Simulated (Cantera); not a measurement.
## Thermodynamics of aluminium and copper etching, feed Cu + HF

A closed system holds: 1 mol Cu, 3 mol HF, at 0.0323 Torr.

These are equilibrium values from Cantera (NASA tables, ideal gas, pure condensed phases), not measurements of a reactor. Candidate condensed phases: Cu, CuF2; 15 gas species. The numbers say what is thermodynamically allowed, not how fast it happens.

```json
[
 {"T (°C)": "750", "log p HF": "-4.37", "log p Cu": "-10.42", "log p CuF": "-8.80", "log p H2": "-9.10", "log p H": "-12.93", "log p Cu2": "-16.01", "log p F": "-14.95", "log p CuF2": "-13.02", "n Cu(s)": "1.000", "n Cu(l)": "0"},
 {"T (°C)": "800", "log p HF": "-4.37", "log p Cu": "-9.62", "log p CuF": "-8.39", "log p H2": "-8.69", "log p H": "-12.20", "log p Cu2": "-14.89", "log p F": "-14.30", "log p CuF2": "-12.77", "n Cu(s)": "1.000", "n Cu(l)": "0"},
 {"T (°C)": "850", "log p HF": "-4.37", "log p Cu": "-8.90", "log p CuF": "-8.02", "log p H2": "-8.32", "log p H": "-11.53", "log p Cu2": "-13.86", "log p F": "-13.71", "log p CuF2": "-12.54", "n Cu(s)": "0.999", "n Cu(l)": "0"},
 {"T (°C)": "900", "log p HF": "-4.37", "log p Cu": "-8.24", "log p CuF": "-7.68", "log p H2": "-7.99", "log p H": "-10.92", "log p Cu2": "-12.93", "log p F": "-13.17", "log p CuF2": "-12.33", "n Cu(s)": "0.998", "n Cu(l)": "0"},
 {"T (°C)": "950", "log p HF": "-4.37", "log p Cu": "-7.64", "log p CuF": "-7.38", "log p H2": "-7.68", "log p H": "-10.36", "log p Cu2": "-12.07", "log p F": "-12.68", "log p CuF2": "-12.13", "n Cu(s)": "0.995", "n Cu(l)": "0"},
 {"T (°C)": "1000", "log p HF": "-4.37", "log p Cu": "-7.08", "log p CuF": "-7.09", "log p H2": "-7.39", "log p H": "-9.84", "log p Cu2": "-11.29", "log p F": "-12.22", "log p CuF2": "-11.96", "n Cu(s)": "0.989", "n Cu(l)": "0"},
 {"T (°C)": "1050", "log p HF": "-4.37", "log p Cu": "-6.57", "log p CuF": "-6.83", "log p H2": "-7.13", "log p H": "-9.37", "log p Cu2": "-10.56", "log p F": "-11.79", "log p CuF2": "-11.80", "n Cu(s)": "0.971", "n Cu(l)": "0"},
 {"T (°C)": "1100", "log p HF": "-4.38", "log p Cu": "-6.10", "log p CuF": "-6.60", "log p H2": "-6.90", "log p H": "-8.93", "log p Cu2": "-9.90", "log p F": "-11.40", "log p CuF2": "-11.65", "n Cu(s)": "0", "n Cu(l)": "0.926"},
 {"T (°C)": "1150", "log p HF": "-4.39", "log p Cu": "-5.68", "log p CuF": "-6.39", "log p H2": "-6.70", "log p H": "-8.53", "log p Cu2": "-9.32", "log p F": "-11.04", "log p CuF2": "-11.54", "n Cu(s)": "0", "n Cu(l)": "0.816"},
 {"T (°C)": "1200", "log p HF": "-4.43", "log p Cu": "-5.29", "log p CuF": "-6.22", "log p H2": "-6.52", "log p H": "-8.16", "log p Cu2": "-8.77", "log p F": "-10.72", "log p CuF2": "-11.46", "n Cu(s)": "0", "n Cu(l)": "0.538"},
 {"T (°C)": "1250", "log p HF": "-4.50", "log p Cu": "-5.00", "log p CuF": "-6.13", "log p H2": "-6.44", "log p H": "-7.85", "log p Cu2": "-8.42", "log p F": "-10.41", "log p CuF2": "-11.45", "n Cu(s)": "0", "n Cu(l)": "0"}
]
```
log p: log10 of the partial pressure in bar; n: condensed amount in mol.

From 750 °C to 1050 °C the condensed part is Cu(s). From 1100 °C to 1200 °C the condensed part is Cu(l). At 1250 °C nothing is condensed. The main Cu-bearing gas is CuF at 750 °C and Cu at 1250 °C.
